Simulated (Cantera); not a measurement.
A diamond (100) surface in a fixed gas of H2 with x(CH4) = 0.017, x(H) = 0.005, at 1225 K, 1400 Pa; coverages are run to steady state.

Model: the Harris–Goodwin 1993 mechanism for the reconstructed diamond (100) surface, integrated in Cantera.

One state of this run: growth (µm/h) = 6.88; θ c6HH = 0.420; θ c6H* = 0.0400; θ c6*H = 0.488; θ c6** = 0.0272; θ c6HM = 0.0100. θ: site fractions in the mechanism's names (c6HH fully hydrogenated, c6H* and c6*H radical sites, c6** diradical, c6HM methylated).

**Question.** Which value of x(CH3) does it belong to?
A) 6.1e-05
B) 2.2e-05
C) 0.00047
D) 0.0037

**Answer.** D, 0.0037
